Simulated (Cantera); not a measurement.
## Transport properties of process gases

Gas mixture: 100 % NO, at 20.0 Torr, frozen composition.

Cantera's kinetic-theory transport with the Lennard-Jones parameters of GRI-Mech 3.0, ideal gas; thermal conductivity in the mixture-averaged form. The composition is frozen, though it would react at the higher temperatures.

| T (K) | ρ (kg/m³) | cp (J/kg/K) | μ (µPa s) | λ (mW/m/K) | Pr | D (cm²/s) NH₃ | D (cm²/s) OH | D (cm²/s) NO |
|---|---|---|---|---|---|---|---|---|
| 400 | 0.0241 | 998.6 | 23.1 | 32.4 | 0.712 | 14.3 | 19.6 | 2540 |
| 600 | 0.0160 | 1041 | 30.6 | 45.1 | 0.706 | 30.1 | 39.1 | 5180 |
| 800 | 0.0120 | 1092 | 37.1 | 57.3 | 0.708 | 50.1 | 63.4 | 8480 |
| 1000 | 0.00962 | 1133 | 42.9 | 68.6 | 0.709 | 73.7 | 91.9 | 12400 |
| 1200 | 0.00802 | 1159 | 48.4 | 79.3 | 0.707 | 101 | 124 | 16800 |
| 1400 | 0.00687 | 1181 | 53.4 | 89.4 | 0.706 | 131 | 161 | 21800 |
| 1600 | 0.00601 | 1199 | 58.3 | 99.0 | 0.706 | 164 | 201 | 27200 |
D: mixture-averaged diffusion coefficient of that species in the mixture.
